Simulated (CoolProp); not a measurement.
Acetone at several states: fugacity coefficient from the reference equation and from simpler models built on Tc = 508.1 K, pc = 4.692 MPa, ω = 0.307; each cubic takes its own stable root.

The numbers come from the reference Helmholtz-energy equation of state, Lemmon 2006 in CoolProp. It is a short technical equation, of lower accuracy than the large ones.

```tsv
T (K)	p (MPa)	phase	reference	van der Waals	Peng-Robinson
202.9	0.15	liquid	…	…	…
398.7	0.226	gas	…	…	…
542.8	3.38	gas	…	0.8199	…
350.6	0.0124	gas	0.9955	0.9981	0.9970
```

Problem. Complete the blanks.

Solution. 
- 202.9, reference: 0.0003137
- 202.9, van der Waals: 0.1593
- 202.9, Peng-Robinson: 0.0003207
- 398.7, reference: 0.9532
- 398.7, van der Waals: 0.9747
- 398.7, Peng-Robinson: 0.9622
- 542.8, reference: 0.7895
- 542.8, Peng-Robinson: 0.7939
